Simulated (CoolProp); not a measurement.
Vapour-liquid equilibrium of R141b (1) + n-pentane (2) at 418 K; x and y are mole fractions of (1).

Model: multi-fluid Helmholtz-energy mixture model, Lemmon 2006 and Thol 2019; pair parameters Bell 2016, in CoolProp.

```json
[
 {"x": "0.05", "bubble pressure (MPa)": "1.489", "y at the bubble point": "0.064", "dew pressure at overall composition x (MPa)": "1.481", "liquid density (mol/L)": "6.551"},
 {"x": "0.2", "bubble pressure (MPa)": "1.572", "y at the bubble point": "0.232", "dew pressure at overall composition x (MPa)": "1.557", "liquid density (mol/L)": "6.701"},
 {"x": "0.35", "bubble pressure (MPa)": "1.627", "y at the bubble point": "0.379", "dew pressure at overall composition x (MPa)": "1.618", "liquid density (mol/L)": "6.886"},
 {"x": "0.5", "bubble pressure (MPa)": "1.660", "y at the bubble point": "0.517", "dew pressure at overall composition x (MPa)": "1.657", "liquid density (mol/L)": "7.108"},
 {"x": "0.65", "bubble pressure (MPa)": "1.675", "y at the bubble point": "0.654", "dew pressure at overall composition x (MPa)": "1.675", "liquid density (mol/L)": "7.365"},
 {"x": "0.8", "bubble pressure (MPa)": "1.673", "y at the bubble point": "0.796", "dew pressure at overall composition x (MPa)": "1.673", "liquid density (mol/L)": "7.657"},
 {"x": "0.95", "bubble pressure (MPa)": "1.656", "y at the bubble point": "0.947", "dew pressure at overall composition x (MPa)": "1.655", "liquid density (mol/L)": "7.983"}
]
```

y crosses x between x = 0.65 and 0.8: the model has an azeotrope there.

Pair parameters are fitted to limited data, so mixtures are less certain than the pure fluids.
